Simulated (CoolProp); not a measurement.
Values from CoolProp's reference Helmholtz-energy equation of state, Guder 2009.

Problem. For sulfur hexafluoride, give the phase and the speed of sound (m/s), Joule-Thomson coefficient (K/MPa), expansivity (1/kK), Prandtl number at -44.55 °C and 0.121 MPa; -44.55 °C and 2.97 MPa.

Solution. 
- -44.55 °C and 0.121 MPa: gas; speed of sound 118, Joule-Thomson coefficient 21.8, expansivity 4.88, Prandtl number 0.830
- -44.55 °C and 2.97 MPa: liquid; speed of sound 548, Joule-Thomson coefficient -0.257, expansivity 2.64, Prandtl number 4.37

Viscosity comes from a separate model (Quiñones-Cisneros 2012). Thermal conductivity comes from a separate model (Assael 2012).
